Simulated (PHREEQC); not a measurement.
**Brine: speciation**

Consider water at 25 °C with 0.12 mol/kgw HCl and 0.26 mol/kgw SrCl2. Closed to the air; pH follows from the charge balance.

Equilibrium calculation in PHREEQC: ion-association model, phreeqc.dat.

Each row changes one thing in this solution. This is a speciation only: nothing precipitates in the calculation.

```tsv
case	pH	ionic strength (mol/kgw)
as made	1.05	0.900
diluted 2-fold with water	1.34	0.450
diluted 10-fold with water	2.00	0.0900
diluted 5-fold with water	1.72	0.180
temperature from 25 to 50 °C	1.05	0.900
HCl replaced by FeCl2 at the same molality	5.56	1.11
HCl replaced by MnCl2 at the same molality	6.17	1.04
temperature from 25 to 90 °C	1.06	0.900
HCl replaced by ZnCl2 at the same molality	4.96	1.05
```

The ionic strength passes 0.7 mol/kgw, the rough limit of the ion-association models, in as made; temperature from 25 to 50 °C; HCl replaced by FeCl2 at the same molality; HCl replaced by MnCl2 at the same molality; temperature from 25 to 90 °C; HCl replaced by ZnCl2 at the same molality. Away from 25 °C the constants follow the database's enthalpies or fits; those with neither stay at their 25 °C values.
